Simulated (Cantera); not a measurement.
# Premixed flame

A freely propagating, adiabatic, planar premixed flame of 24.8 % H2, 15.7 % O2, 59.0 % N2, 0.496 % H2O, equivalence ratio 0.79, unburnt at 350 K and 1.10 bar; mixture-averaged transport, grid criteria slope 0.08 and curve 0.16, no radiation.

Detailed kinetics in Cantera: the H2/O2 subset of GRI-Mech 3.0, which has no nitrogen chemistry. Burning velocities carry a grid error of a few per cent, more on coarse grids.

| z (mm) | T (K) | u (m/s) | x H2 | x O2 | x H2O | x HO2 | x OH | x O |
|---|---|---|---|---|---|---|---|---|
| -0.944 | 350 | 2.07 | 0.248 | 0.157 | 0.00496 | <1e-8 | <1e-8 | <1e-8 |
| -0.629 | 350 | 2.07 | 0.248 | 0.157 | 0.00496 | <1e-8 | <1e-8 | <1e-8 |
| -0.472 | 350 | 2.07 | 0.248 | 0.157 | 0.00496 | 1.96e-8 | <1e-8 | <1e-8 |
| -0.315 | 351 | 2.07 | 0.246 | 0.157 | 0.00498 | 4.73e-7 | <1e-8 | 1.74e-8 |
| -0.157 | 382 | 2.21 | 0.229 | 0.160 | 0.00641 | 0.000104 | 7.74e-6 | 1.49e-6 |
| -0.0787 | 649 | 3.62 | 0.185 | 0.156 | 0.0309 | 0.000400 | 0.000777 | 0.000126 |
| 0 | 1085 | 5.90 | 0.116 | 0.127 | 0.101 | 0.000154 | 0.00191 | 0.00222 |
| 0.0787 | 1401 | 7.54 | 0.0551 | 0.0832 | 0.179 | 7.71e-5 | 0.00583 | 0.00699 |
| 0.157 | 1578 | 8.46 | 0.0293 | 0.0592 | 0.218 | 4.65e-5 | 0.00950 | 0.00922 |
| 0.315 | 1751 | 9.33 | 0.0196 | 0.0485 | 0.238 | 2.89e-5 | 0.0122 | 0.00847 |
| 0.629 | 1903 | 10.1 | 0.0149 | 0.0445 | 0.251 | 1.81e-5 | 0.0127 | 0.00592 |
| 1.26 | 2022 | 10.6 | 0.00970 | 0.0417 | 0.263 | 1.03e-5 | 0.0114 | 0.00349 |
| 2.52 | 2101 | 11.0 | 0.00525 | 0.0402 | 0.272 | 5.60e-6 | 0.00894 | 0.00178 |
x: mole fraction of selected species; z is measured from the peak of heat release.

* **laminar burning velocity**: 207 cm/s
* **thermal thickness**: 0.315 mm
* **peak x(HO2)**: 0.000479
* **peak x(OH)**: 0.0128
* **peak x(O)**: 0.00936
* **grid points**: 111
